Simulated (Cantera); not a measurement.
Input (Python, Cantera) and output of one run.

```python
import numpy as np
import cantera as ct

gas_names = """
    C CO CO2 C2 C2O C3 C3O2 C4 C5 O O2 O3 Ta TaO TaO2
""".split()
cond_names = """
    C(gr) Ta(cr) Ta(L) TaC(s) TaC(L) Ta2O5(s) Ta2O5(L)
""".split()


def load(file, names, dense=False):
    # The tables refer to 1 bar. Condensed volumes are neglected.
    table = {s.name: s for s in ct.Species.list_from_file(file)}
    out = []
    for n in names:
        d = dict(table[n].input_data)
        d["thermo"] = dict(d["thermo"], **{"reference-pressure": 1e5})
        if dense:
            d["equation-of-state"] = {"model": "constant-volume", "density": "1e6 g/cm^3"}
        out.append(ct.Species.from_dict(d))
    return out


gas = ct.Solution(thermo="ideal-gas", species=load("nasa_gas.yaml", gas_names))
cond = {s.name: ct.Solution(thermo="fixed-stoichiometry", species=[s], name=s.name)
        for s in load("nasa_condensed.yaml", cond_names, dense=True)}
atoms = {
    'Ta2O5': {'Ta': 2, 'O': 5},
    'C': {'C': 1},
    'CO': {'C': 1, 'O': 1},
}
top_T = {'C(gr)': 4500}  # K; cautious upper limits of use, not melting points


def equilibrate(T, P, feed):
    n = {}
    for name, mol in feed.items():
        for a, k in atoms[name].items():
            n[a] = n.get(a, 0.0) + k * mol
    gas.TPX = T, P, n
    mass = sum(n.values()) * gas.mean_molecular_weight
    gas.equilibrate("TP")
    valid = [c for c in cond.values() if c.min_temp <= T <= top_T.get(c.name, c.max_temp)]
    mix = ct.Mixture([(gas, mass / gas.mean_molecular_weight)] + [(c, 0.0) for c in valid])
    mix.T, mix.P = T, P
    mix.equilibrate("TP", solver="vcs", rtol=1e-11, max_steps=5000)
    return mix


results = []
feed = {'Ta2O5': 1, 'C': 1.2, 'CO': 0.37}  # mol
for P in [10, 32, 100, 320, 1000, 3200, 10000, 32000, 100000, 320000, 1000000]:
    for T in [1225, 1275, 1325, 1375, 1425, 1475, 1525, 1575, 1625, 1675, 1725]:
        mix = equilibrate(T, P, feed)
        results.append((T, P, feed, dict(zip(mix.species_names, mix.species_moles))))

for T, P, feed, n in results:
    print(f"{T:7g} {P:10.4g}  " + (" + ".join(c for c in cond_names if n.get(c, 0) > 1e-12) or "gas only"))
```

Result:

```
   1225         10  TaC(s) + Ta2O5(s)
   1275         10  TaC(s) + Ta2O5(s)
   1325         10  TaC(s) + Ta2O5(s)
   1375         10  TaC(s) + Ta2O5(s)
   1425         10  TaC(s) + Ta2O5(s)
   1475         10  TaC(s) + Ta2O5(s)
   1525         10  TaC(s) + Ta2O5(s)
   1575         10  TaC(s) + Ta2O5(s)
   1625         10  TaC(s) + Ta2O5(s)
   1675         10  TaC(s) + Ta2O5(s)
   1725         10  TaC(s) + Ta2O5(s)
   1225         32  TaC(s) + Ta2O5(s)
   1275         32  TaC(s) + Ta2O5(s)
   1325         32  TaC(s) + Ta2O5(s)
   1375         32  TaC(s) + Ta2O5(s)
   1425         32  TaC(s) + Ta2O5(s)
   1475         32  TaC(s) + Ta2O5(s)
   1525         32  TaC(s) + Ta2O5(s)
   1575         32  TaC(s) + Ta2O5(s)
   1625         32  TaC(s) + Ta2O5(s)
   1675         32  TaC(s) + Ta2O5(s)
   1725         32  TaC(s) + Ta2O5(s)
   1225        100  TaC(s) + Ta2O5(s)
   1275        100  TaC(s) + Ta2O5(s)
   1325        100  TaC(s) + Ta2O5(s)
   1375        100  TaC(s) + Ta2O5(s)
   1425        100  TaC(s) + Ta2O5(s)
   1475        100  TaC(s) + Ta2O5(s)
   1525        100  TaC(s) + Ta2O5(s)
   1575        100  TaC(s) + Ta2O5(s)
   1625        100  TaC(s) + Ta2O5(s)
   1675        100  TaC(s) + Ta2O5(s)
   1725        100  TaC(s) + Ta2O5(s)
   1225        320  TaC(s) + Ta2O5(s)
   1275        320  TaC(s) + Ta2O5(s)
   1325        320  TaC(s) + Ta2O5(s)
   1375        320  TaC(s) + Ta2O5(s)
   1425        320  TaC(s) + Ta2O5(s)
   1475        320  TaC(s) + Ta2O5(s)
   1525        320  TaC(s) + Ta2O5(s)
   1575        320  TaC(s) + Ta2O5(s)
   1625        320  TaC(s) + Ta2O5(s)
   1675        320  TaC(s) + Ta2O5(s)
   1725        320  TaC(s) + Ta2O5(s)
   1225       1000  TaC(s) + Ta2O5(s)
   1275       1000  TaC(s) + Ta2O5(s)
   1325       1000  TaC(s) + Ta2O5(s)
   1375       1000  TaC(s) + Ta2O5(s)
   1425       1000  TaC(s) + Ta2O5(s)
   1475       1000  TaC(s) + Ta2O5(s)
   1525       1000  TaC(s) + Ta2O5(s)
   1575       1000  TaC(s) + Ta2O5(s)
   1625       1000  TaC(s) + Ta2O5(s)
   1675       1000  TaC(s) + Ta2O5(s)
   1725       1000  TaC(s) + Ta2O5(s)
   1225       3200  TaC(s) + Ta2O5(s)
   1275       3200  TaC(s) + Ta2O5(s)
   1325       3200  TaC(s) + Ta2O5(s)
   1375       3200  TaC(s) + Ta2O5(s)
   1425       3200  TaC(s) + Ta2O5(s)
   1475       3200  TaC(s) + Ta2O5(s)
   1525       3200  TaC(s) + Ta2O5(s)
   1575       3200  TaC(s) + Ta2O5(s)
   1625       3200  TaC(s) + Ta2O5(s)
   1675       3200  TaC(s) + Ta2O5(s)
   1725       3200  TaC(s) + Ta2O5(s)
   1225      1e+04  C(gr) + Ta2O5(s)
   1275      1e+04  TaC(s) + Ta2O5(s)
   1325      1e+04  TaC(s) + Ta2O5(s)
   1375      1e+04  TaC(s) + Ta2O5(s)
   1425      1e+04  TaC(s) + Ta2O5(s)
   1475      1e+04  TaC(s) + Ta2O5(s)
   1525      1e+04  TaC(s) + Ta2O5(s)
   1575      1e+04  TaC(s) + Ta2O5(s)
   1625      1e+04  TaC(s) + Ta2O5(s)
   1675      1e+04  TaC(s) + Ta2O5(s)
   1725      1e+04  TaC(s) + Ta2O5(s)
   1225    3.2e+04  C(gr) + Ta2O5(s)
   1275    3.2e+04  C(gr) + Ta2O5(s)
   1325    3.2e+04  TaC(s) + Ta2O5(s)
   1375    3.2e+04  TaC(s) + Ta2O5(s)
   1425    3.2e+04  TaC(s) + Ta2O5(s)
   1475    3.2e+04  TaC(s) + Ta2O5(s)
   1525    3.2e+04  TaC(s) + Ta2O5(s)
   1575    3.2e+04  TaC(s) + Ta2O5(s)
   1625    3.2e+04  TaC(s) + Ta2O5(s)
   1675    3.2e+04  TaC(s) + Ta2O5(s)
   1725    3.2e+04  TaC(s) + Ta2O5(s)
   1225      1e+05  C(gr) + Ta2O5(s)
   1275      1e+05  C(gr) + Ta2O5(s)
   1325      1e+05  C(gr) + Ta2O5(s)
   1375      1e+05  C(gr) + Ta2O5(s)
   1425      1e+05  TaC(s) + Ta2O5(s)
   1475      1e+05  TaC(s) + Ta2O5(s)
   1525      1e+05  TaC(s) + Ta2O5(s)
   1575      1e+05  TaC(s) + Ta2O5(s)
   1625      1e+05  TaC(s) + Ta2O5(s)
   1675      1e+05  TaC(s) + Ta2O5(s)
   1725      1e+05  TaC(s) + Ta2O5(s)
   1225    3.2e+05  C(gr) + Ta2O5(s)
   1275    3.2e+05  C(gr) + Ta2O5(s)
   1325    3.2e+05  C(gr) + Ta2O5(s)
   1375    3.2e+05  C(gr) + Ta2O5(s)
   1425    3.2e+05  C(gr) + Ta2O5(s)
   1475    3.2e+05  TaC(s) + Ta2O5(s)
   1525    3.2e+05  TaC(s) + Ta2O5(s)
   1575    3.2e+05  TaC(s) + Ta2O5(s)
   1625    3.2e+05  TaC(s) + Ta2O5(s)
   1675    3.2e+05  TaC(s) + Ta2O5(s)
   1725    3.2e+05  TaC(s) + Ta2O5(s)
   1225      1e+06  C(gr) + Ta2O5(s)
   1275      1e+06  C(gr) + Ta2O5(s)
   1325      1e+06  C(gr) + Ta2O5(s)
   1375      1e+06  C(gr) + Ta2O5(s)
   1425      1e+06  C(gr) + Ta2O5(s)
   1475      1e+06  C(gr) + Ta2O5(s)
   1525      1e+06  C(gr) + Ta2O5(s)
   1575      1e+06  TaC(s) + Ta2O5(s)
   1625      1e+06  TaC(s) + Ta2O5(s)
   1675      1e+06  TaC(s) + Ta2O5(s)
   1725      1e+06  TaC(s) + Ta2O5(s)
```

Cantera equilibrium calculation (NASA polynomials, part measured and part estimated; ideal gas, pure solids and liquids). Mutual solubility and eutectic melting of coexisting phases are not modelled. TaC: taken at fixed stoichiometry. Condensed phases not in the tables: Ta2C.
